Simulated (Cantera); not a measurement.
Cantera run, input and output.

```python
import numpy as np
import cantera as ct

gas = ct.Solution("gri30.yaml")


def delay(T, t_max=10):
    gas.TPX = T, 150000, {'CH3OH': 1, 'O2': 1.5, 'N2': 5.64, 'H2O': 0.59}
    reactor = ct.IdealGasConstPressureReactor(gas, clone=False)
    net = ct.ReactorNet([reactor])
    net.rtol, net.atol = 1e-8, 1e-16
    while net.time < t_max:
        t_old, T_old = net.time, reactor.T
        net.step()
        if reactor.T > T + 400:  # ignition: a rise of 400 K
            return t_old + (T + 400 - T_old) / (reactor.T - T_old) * (net.time - t_old)
    return np.nan


taus = []
for T in [1125, 1225, 1325, 1425, 1525, 1625]:
    taus.append(delay(T))
    print(f"T0 = {T:6g} K   tau = {taus[-1]:.4e} s")
```

Output:

```
T0 =   1125 K   tau = 2.1694e-02 s
T0 =   1225 K   tau = 3.8113e-03 s
T0 =   1325 K   tau = 9.0024e-04 s
T0 =   1425 K   tau = 2.7342e-04 s
T0 =   1525 K   tau = 1.0231e-04 s
T0 =   1625 K   tau = 4.5088e-05 s
```

Computed with Cantera and GRI-Mech 3.0 (53 species, 325 reactions). GRI-Mech 3.0 was tuned for natural gas; its chemistry of methanol as a main component is partial and can be far from experiment.
